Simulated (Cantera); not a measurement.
**Ignition delay**

Mixture: 21.0 % CO, 0.946 % H₂, 1.13 % CH₄, 16.2 % O₂, 60.7 % N₂, equivalence ratio 0.82, at 0.730 bar, adiabatic and at constant pressure. Ignition delay is the time to a rise of 400 K.

Computed with Cantera and GRI-Mech 3.0 (53 species, 325 reactions). Where the delays flatten at high temperature, the 400 K rule measures the pace of heat release, not the induction time.

```json
[
 {"T0 (K)": "1300", "delay (ms)": "0.228"},
 {"T0 (K)": "1375", "delay (ms)": "0.182"},
 {"T0 (K)": "1450", "delay (ms)": "0.154"},
 {"T0 (K)": "1525", "delay (ms)": "0.137"},
 {"T0 (K)": "1600", "delay (ms)": "0.128"},
 {"T0 (K)": "1675", "delay (ms)": "0.125"}
]
```
